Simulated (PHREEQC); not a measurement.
A solution holds 0.0019 mol/kgw LiOH, 0.0011 mol/kgw H4SiO4 and 0.092 mol/kgw Na2CO3, at 20 °C. Closed to the air; pH follows from the charge balance.

Model: ion-association model, phreeqc.dat, run in PHREEQC.

Task: The ionic strength comes out as 0.204 mol/kgw. What activity coefficients do H3SiO4-, Li+, Na+, H2SiO4-2, HCO3- get?

Result: H3SiO4- 0.72, Li+ 0.76, Na+ 0.75, H2SiO4-2 0.31, HCO3- 0.75.

This is a speciation only: nothing precipitates in the calculation.
